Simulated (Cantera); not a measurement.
# Ignition delay

Mixture: 19.0 % CO, 22.7 % H2, 12.3 % O2, 46.0 % N2, equivalence ratio 1.7, at 7500 Torr, adiabatic and at constant volume. Ignition delay is the time to a rise of 400 K.

Detailed kinetics in Cantera: GRI-Mech 3.0 (53 species, 325 reactions). The hydrogen kinetics of GRI-Mech 3.0 are dated; newer H2 mechanisms differ, most at raised pressure. Below about 950 K walls govern HO2 and H2O2 in real vessels.

```tsv
T0 (K)	delay (ms)
873	82.4
973	5.67
1073	0.536
1173	0.0487
1273	0.00728
1373	0.00309
1473	0.00187
1573	0.00131
1673	0.000998
```

- apparent activation energy between 1473 and 1673 K: 65 kJ/mol
